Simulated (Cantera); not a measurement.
Input: 1 mol trisilylamine, 0.34 mol NH3, equilibrated at 700 K and 0.00750 bar.

These are equilibrium values from Cantera (NASA tables, ideal gas, pure condensed phases), not measurements of a reactor. Candidate condensed phases: Si, Si3N4; 18 gas species. The feed counts by its element totals alone. Equilibrium is a limit: real reactors are often held back by kinetics, nucleation or transport.

Base state: H2 1.00 (mole fractions); condensed: Si(s) + Si3N4(s).

Task: What changes in the equilibrium state with this change: NH3 from 0.34 to 5.2 mol?

Result: 
```tsv
species	before	after
H2	1.00	0.918
N2	<1e-9	0.0821
NH3	<1e-9	1.77e-5
Si(s), mol	2.00	0
Si3N4(s), mol	0.335	1.00
```
